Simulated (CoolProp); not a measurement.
Vapour-liquid equilibrium of R152A (1) + R227EA (2) at 15.9 bar; x and y are mole fractions of (1).

Model: multi-fluid Helmholtz-energy mixture model, Outcalt 1996 and Lemmon 2016; pair parameters Bell 2016, in CoolProp.

```csv
x,"bubble temperature, mixture model (K)","bubble temperature, Raoult's law (K)","y, mixture model","y, Raoult's law"
0.05,345.8,345.5,0.054,0.062
0.2,344.5,343.8,0.222,0.241
0.35,342.7,342.1,0.389,0.406
0.5,340.8,340.5,0.546,0.560
0.65,338.9,339.0,0.691,0.703
0.8,337.3,337.5,0.825,0.836
0.95,336.0,336.1,0.956,0.960
```

The largest gap from Raoult's law is +0.7 K in bubble temperature, at x = 0.2. No azeotrope shows between x = 0.05 and 0.95.

The pair parameters rest on a limited set of measurements; away from them the model extrapolates. The gap from Raoult's law changes sign with composition, which may be real or a fault of the pair parameters; it wasn't checked against measurements.
